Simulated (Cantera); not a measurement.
Input: 1 mol TiCl4, a varied amount of C3H8, held at 1750 K and 0.0910 bar.

Cantera equilibrium calculation (NASA polynomials, part measured and part estimated; ideal gas, pure solids and liquids). Candidate condensed phases: C, C6H6, C7H8, C8H18, Ti, TiC, TiCl2, TiCl3, TiCl4; 96 gas species. TiC: taken at fixed stoichiometry. Kinetics and transport are ignored.

### Question
Which condensed phases are stable at each of these points (n(C3H8) (mol)): 0.088, 0.11, 0.13, 0.16, 0.2, 0.24, 0.29, 0.36, 0.44, 0.54?

### Answer
```json
[
 {"n(C3H8) (mol)": "0.088", "condensed phases": "C(graphite)", "Ti condensed (%)": "0.0"},
 {"n(C3H8) (mol)": "0.11", "condensed phases": "C(graphite) + TiC(s)", "Ti condensed (%)": "1.2"},
 {"n(C3H8) (mol)": "0.13", "condensed phases": "C(graphite) + TiC(s)", "Ti condensed (%)": "4.4"},
 {"n(C3H8) (mol)": "0.16", "condensed phases": "C(graphite) + TiC(s)", "Ti condensed (%)": "9.0"},
 {"n(C3H8) (mol)": "0.2", "condensed phases": "C(graphite) + TiC(s)", "Ti condensed (%)": "14.8"},
 {"n(C3H8) (mol)": "0.24", "condensed phases": "C(graphite) + TiC(s)", "Ti condensed (%)": "20.2"},
 {"n(C3H8) (mol)": "0.29", "condensed phases": "C(graphite) + TiC(s)", "Ti condensed (%)": "26.5"},
 {"n(C3H8) (mol)": "0.36", "condensed phases": "C(graphite) + TiC(s)", "Ti condensed (%)": "34.5"},
 {"n(C3H8) (mol)": "0.44", "condensed phases": "C(graphite) + TiC(s)", "Ti condensed (%)": "42.7"},
 {"n(C3H8) (mol)": "0.54", "condensed phases": "C(graphite) + TiC(s)", "Ti condensed (%)": "51.6"}
]
```

At 0.088 mol C3H8 the condensed part is C(graphite). From 0.11 mol C3H8 to 0.54 mol C3H8 the condensed part is C(graphite) + TiC(s).
